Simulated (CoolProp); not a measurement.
Model: reference Helmholtz-energy equation of state, McLinden 2020, in CoolProp.

**Question.** For R1336mzz(Z), give the phase and the density (kg/m³), cp (kJ/(kg K)), cv (kJ/(kg K)), speed of sound (m/s) at 498.7 K and 3170 kPa; 498.7 K and 3560 kPa; 498.7 K and 3960 kPa.

**Answer.** 
- 498.7 K and 3170 kPa: supercritical; density 177, cp 1.36, cv 1.12, speed of sound 122
- 498.7 K and 3560 kPa: supercritical; density 211, cp 1.44, cv 1.12, speed of sound 117
- 498.7 K and 3960 kPa: supercritical; density 252, cp 1.53, cv 1.13, speed of sound 112
